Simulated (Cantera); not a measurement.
A Cantera script and its output.

```python
import numpy as np
import cantera as ct

gas = ct.Solution("gri30.yaml", transport_model="multicomponent")
show = ['CO2', 'NH3', 'C2H2']

rows = []
print(f"{'T/K':>7s}{'rho':>11s}{'cp':>10s}{'mu':>11s}{'lambda':>11s}{'Pr':>7s}" + "".join(f"{'D_' + s:>11s}" for s in show))
for T in [400, 600, 800, 1000, 1200, 1400, 1600, 1800, 2000]:
    gas.TPX = T, 100000, {'N2O': 0.91, 'NO': 0.77}
    Pr = gas.cp_mass * gas.viscosity / gas.thermal_conductivity
    D = [gas.mix_diff_coeffs_mole[gas.species_index(s)] for s in show]
    rows.append([gas.density, gas.cp_mass, gas.viscosity, gas.thermal_conductivity, Pr, *D])
    print(f"{T:7g}{gas.density:11.4e}{gas.cp_mass:10.1f}{gas.viscosity:11.4e}"
          f"{gas.thermal_conductivity:11.4e}{Pr:7.3f}" + "".join(f"{d:11.4e}" for d in D))
print("SI units: kg/m3, J/kg/K, Pa s, W/m/K, m2/s")
```

It prints:

```
    T/K        rho        cp         mu     lambda     Pr      D_CO2      D_NH3     D_C2H2
    400 1.1304e+00     980.6 2.0897e-05 2.8295e-02  0.724 2.2143e-05 3.2322e-05 2.3919e-05
    600 7.5357e-01    1079.2 2.8680e-05 4.2469e-02  0.729 4.6092e-05 6.9269e-05 4.9497e-05
    800 5.6518e-01    1155.3 3.5344e-05 5.5944e-02  0.730 7.6302e-05 1.1661e-04 8.1683e-05
   1000 4.5214e-01    1210.1 4.1297e-05 6.8464e-02  0.730 1.1203e-04 1.7298e-04 1.1971e-04
   1200 3.7678e-01    1244.9 4.6750e-05 7.9790e-02  0.729 1.5278e-04 2.3749e-04 1.6307e-04
   1400 3.2296e-01    1273.5 5.1831e-05 9.0557e-02  0.729 1.9822e-04 3.0951e-04 2.1141e-04
   1600 2.8259e-01    1296.7 5.6621e-05 1.0080e-01  0.728 2.4807e-04 3.8857e-04 2.6445e-04
   1800 2.5119e-01    1315.4 6.1178e-05 1.1056e-01  0.728 3.0213e-04 4.7432e-04 3.2196e-04
   2000 2.2607e-01    1330.3 6.5542e-05 1.1987e-01  0.727 3.6024e-04 5.6651e-04 3.8379e-04
SI units: kg/m3, J/kg/K, Pa s, W/m/K, m2/s
```

Detailed kinetics in Cantera: GRI-Mech 3.0 (53 species, 325 reactions). The composition is frozen, though it would react at the higher temperatures.
